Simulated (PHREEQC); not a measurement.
Consider water at 65 °C with 24 mmol/kgw CdCl2, 0.47 mmol/kgw NaOH and 0.14 mmol/kgw HCl. Closed to the air; pH follows from the charge balance.

The numbers come from PHREEQC with the ion-association model, wateq4f.dat.

Task: The ionic strength comes out as 0.0405 mol/kgw. What activity coefficients do Cl-, CdOH+, Cd2OH+3, Cd+2, CdCl3- get?

Result: Cl- 0.81, CdOH+ 0.82, Cd2OH+3 0.17, Cd+2 0.45, CdCl3- 0.82.

No solid was allowed to form. The solution is supersaturated, for example in CdOHCl, so a real one may precipitate; this is no full list. At this temperature some constants are extrapolated from 25 °C, and those without enthalpy data are left unchanged.
